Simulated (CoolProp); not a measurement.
Vapour-liquid equilibrium of m-xylene (1) + o-xylene (2) at 89.35 °C; x and y are mole fractions of (1).

Model: multi-fluid Helmholtz-energy mixture model, Zhou 2012 and Zhou 2012; pair parameters Bell 2016, in CoolProp.

Task: Give the bubble pressure and the first vapour's composition at x = 0.2, 0.5, 0.8. Is there an azeotrope?

Result: x = 0.2: 0.01875 MPa, y = 0.228; x = 0.5: 0.01979 MPa, y = 0.544; x = 0.8: 0.02082 MPa, y = 0.825. No azeotrope shows between x = 0.05 and 0.95.

Pair parameters are fitted to limited data, so mixtures are less certain than the pure fluids.
